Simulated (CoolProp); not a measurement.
R125 at 293.15 K and 0.591 MPa is throttled through a valve to 0.148 MPa with no heat exchange. Each further row changes one setting.

Model: reference Helmholtz-energy equation of state, Lemmon 2005, in CoolProp.

```csv
case,temperature change (K),final density (kg/m³)
as stated,-7.2,7.67
outlet pressure 0.0444 MPa,-8.8,2.27
outlet pressure 0.192 MPa,-6.4,10.0
```
